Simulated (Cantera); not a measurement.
Standard-state values (1 bar) from the NASA 1993 polynomials, evaluated with Cantera. Values are per mole of reaction as written; species without (g) are pure solids or liquids, kept so even where they would boil at 1 bar.

**Question.** Between 448 and 1448 K, where is each reaction favourable under standard conditions?
- 2 BN + 6 Cl(g) → 2 BCl3(g) + N2(g)

**Answer.** 
- 2 BN + 6 Cl(g) → 2 BCl3(g) + N2(g): ΔG° is -920 kJ at 448 K and -644 kJ at 1448 K; it stays negative (K > 1). ΔH° is -1063 kJ and ΔS° -290 J/K at 1448 K.
